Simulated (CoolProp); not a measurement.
Computed with CoolProp (reference Helmholtz-energy equation of state, de Reuck 1990).

Task: For fluorine, give the phase and the Z, cv (kJ/(kg K)), Joule-Thomson coefficient (K/MPa) at -135.65 °C and 6.39 MPa.

Result: 
- -135.65 °C and 6.39 MPa: liquid; Z 0.205, cv 0.720, Joule-Thomson coefficient 0.504
